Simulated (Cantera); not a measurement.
toluene + H2 (carbon deposition, reforming and gasification)

Charge: 1 mol toluene, 11 mol H2.

Equilibrium computed with Cantera from the NASA thermochemical tables; the gas is ideal and each condensed phase is pure. Candidate condensed phases: C, C6H6, C7H8, C8H18; 76 gas species. The ideal-gas law is rough above about 30 bar. Kinetics and transport are ignored.

Stable condensed phases:

```
T in K \ P in Pa
               10      100     1000    10000   100000  1000000 10000000
   2923         A        A        B        B        B        B        B
   2773         A        B        B        B        B        B        B
   2623         B        B        B        B        B        B        B
   2473         B        B        B        B        B        B        B
   2323         B        B        B        B        B        B        B
   2173         B        B        B        B        B        B        B
   2023         B        B        B        B        B        B        B
   1873         B        B        B        B        B        B        B
   1723         B        B        B        B        B        B        B
   1573         B        B        B        B        B        B        B
   1423         B        B        B        B        B        B        B
   1273         B        B        B        B        B        B        B
   1123         B        B        B        B        B        B        B
```

A: gas only; B: C.
